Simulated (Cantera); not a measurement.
Feed: 1 mol MgCO₃, 2.2 mol SO₃, 0.033 mol H₂O, held at 1648.15 K and 1000 Pa.

These are equilibrium values from Cantera (NASA tables, ideal gas, pure condensed phases), not measurements of a reactor. Candidate condensed phases: C, C₆H₆, C₇H₈, C₈H₁₈, H₂O, H₂SO₄, Mg, MgCO₃, MgO, Mg(OH)₂, MgS, MgSO₄, S; 130 gas species. Kinetics and transport are ignored.

Base state: SO₂ 0.507, O₂ 0.254, CO₂ 0.231, H₂O 0.00750, SO₃ 0.000481, OH 0.000230, CO 0.000169, O 0.000128 (mole fractions); condensed: MgO(s).

Q: What changes in the equilibrium state with this change: MgCO₃ replaced by FeS?

A: 
```json
[
 {"species": "SO₂", "before": "0.507", "after": "0.901"},
 {"species": "S₂", "before": "<1e-9", "after": "0.0560"},
 {"species": "SO", "before": "3.12e-5", "after": "0.0301"},
 {"species": "O₂", "before": "0.254", "after": "8.59e-7"},
 {"species": "CO₂", "before": "0.231", "after": "0"},
 {"species": "Fe", "before": "0", "after": "1.54e-5"},
 {"species": "S₂O", "before": "<1e-9", "after": "0.00168"},
 {"species": "S", "before": "<1e-9", "after": "0.000461"},
 {"species": "SH", "before": "<1e-9", "after": "0.000224"},
 {"species": "CO", "before": "0.000169", "after": "0"},
 {"species": "MgO(s), mol", "before": "1.00", "after": "0"},
 {"species": "FeO(s), mol", "before": "0", "after": "1.000"}
]
```
The tables' stoichiometric FeO is somewhat more stable than real wüstite, so its field is too wide. FeO: taken at fixed stoichiometry. Further candidate phases: Fe, FeO, Fe(OH)₂, Fe(OH)₃, FeS, FeSO₄, FeS₂, Fe₂O₃, Fe₂(SO₄)₃, Fe₃O₄.

Q: What changes in the equilibrium state with this change: MgCO₃ replaced by Fe₂O₃?

A: 
```json
[
 {"species": "SO₂", "before": "0.507", "after": "0.628"},
 {"species": "O₂", "before": "0.254", "after": "0.362"},
 {"species": "H₂O", "before": "0.00750", "after": "0.00929"},
 {"species": "CO₂", "before": "0.231", "after": "0"},
 {"species": "CO", "before": "0.000169", "after": "0"},
 {"species": "SO₃", "before": "0.000481", "after": "0.000711"},
 {"species": "OH", "before": "0.000230", "after": "0.000279"},
 {"species": "O", "before": "0.000128", "after": "0.000152"},
 {"species": "MgO(s), mol", "before": "1.00", "after": "0"},
 {"species": "Fe₃O₄(s), mol", "before": "0", "after": "0.667"}
]
```
Further candidate phases: Fe, FeO, Fe(OH)₂, Fe(OH)₃, FeS, FeSO₄, FeS₂, Fe₂O₃, Fe₂(SO₄)₃, Fe₃O₄.
